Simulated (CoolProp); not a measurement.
A single-stage vapour-compression cycle with R227EA: evaporating at 302.15 K (dew point), condensing at 326.15 K (bubble point), superheat 2 K, subcooling 0 K, compressor efficiency 0.9, no pressure losses. Each further row changes one setting.

Values from CoolProp's reference Helmholtz-energy equation of state, Lemmon 2016.

```
case                              cooling COP  pressure ratio  discharge temperature (K)  refrigerating effect (kJ/kg)  volumetric capacity (kJ/m³)
--------------------------------  -----------  --------------  -------------------------  ----------------------------  ---------------------------
as stated                                   …            1.93                      326.2                          81.4                         3290
evaporating temperature 307.15 K         12.1            1.67                      326.2                             …                            …
condensing temperature 321.15 K          12.1               …                      321.2                          87.8                         3550
subcooling 5 K                           9.80            1.93                      326.2                          87.8                         3550
superheat 12 K                           9.46            1.93                      332.5                             …                         3460
compressor efficiency 0.8                8.08            1.93                      326.2                          81.4                         3290
```

Problem. Fill in the missing entries.

Solution. 
- as stated, cooling COP: 9.09
- evaporating temperature 307.15 K, refrigerating effect (kJ/kg): 84.5
- evaporating temperature 307.15 K, volumetric capacity (kJ/m³): 3960
- condensing temperature 321.15 K, pressure ratio: 1.70
- superheat 12 K, refrigerating effect (kJ/kg): 90.5

The compression ends wet for: as stated; evaporating temperature 307.15 K; condensing temperature 321.15 K; subcooling 5 K; compressor efficiency 0.8.
